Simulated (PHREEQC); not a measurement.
Make-up at 25 °C: 0.07 mol KHCO3, 5.8e-05 mol Na2B4O7 and 0.00018 mol NaCl per kg of water. Closed to the air; pH follows from the charge balance.

The numbers come from PHREEQC with the ion-association model, phreeqc.dat.

```csv
quantity,before,after
pH,8.18,8.20
ionic strength (mol/kgw),0.0712,0.0713
CO3-2 (mol/kgw),0.000907,0.000955
CO2 (mol/kgw),0.000818,0.000776
Na+ (mol/kgw),0.000287,0.000399
NaHCO3 (mol/kgw),7.05e-6,9.80e-6
```

**Question.** What was changed between the two runs?
(A) temperature from 25 to 50 °C
(B) Na2B4O7 replaced by NaOH at the same molality
(C) diluted 2-fold with water
(D) NaCl left out
(E) Na2B4O7 from 5.8e-05 to 0.000116 mol/kgw

**Answer.** E, Na2B4O7 from 5.8e-05 to 0.000116 mol/kgw

No solid was allowed to form.
